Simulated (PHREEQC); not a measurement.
A solution holds 72 mmol/kgw HCl, 7.5 mmol/kgw CuSO4 and 170 mmol/kgw KCl, at 41 °C. Closed to the air; pH follows from the charge balance.

Equilibrium calculation in PHREEQC: ion-association model, phreeqc.dat.

This is a speciation only: nothing precipitates in the calculation.

**Question.** Order these S species by the share of S that they hold, largest first: KSO4-, HSO4-, CuSO4, SO4-2.

**Answer.** HSO4- (64 %), SO4-2 (25 %), KSO4- (9.3 %), CuSO4 (2.1 %)

The pH is 1.28 and the ionic strength 0.256 mol/kgw. Species that the database lacks are ignored. Away from 25 °C the constants follow the database's enthalpies or fits; those with neither stay at their 25 °C values.
